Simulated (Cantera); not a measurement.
A perfectly stirred reactor is fed with CH4 : CO2 : H2O = 1 : 0.7 : 0.003 (molar parts), at 6.90 bar; it is held at 1725 K, and followed from long to short residence time.

Model: GRI-Mech 3.0 (53 species, 325 reactions), integrated in Cantera.

**Question.** Predict: x(CH4) at τ = 0.970 s; x(CO2) at τ = 0.970 s; x(H) at τ = 0.970 s; x(C2H) at τ = 0.970 s; x(CH4) at τ = 51.0 ms; x(CO2) at τ = 51.0 ms; x(H) at τ = 51.0 ms; x(C2H) at τ = 51.0 ms.

**Answer.** 
```json
{
  "x(CH4) at τ = 0.970 s": "0.0526",
  "x(CO2) at τ = 0.970 s": "0.0155",
  "x(H) at τ = 0.970 s": "4.67e-5",
  "x(C2H) at τ = 0.970 s": "3.60e-8",
  "x(CH4) at τ = 51.0 ms": "0.0909",
  "x(CO2) at τ = 51.0 ms": "0.0647",
  "x(H) at τ = 51.0 ms": "3.66e-5",
  "x(C2H) at τ = 51.0 ms": "8.35e-8"
}
```
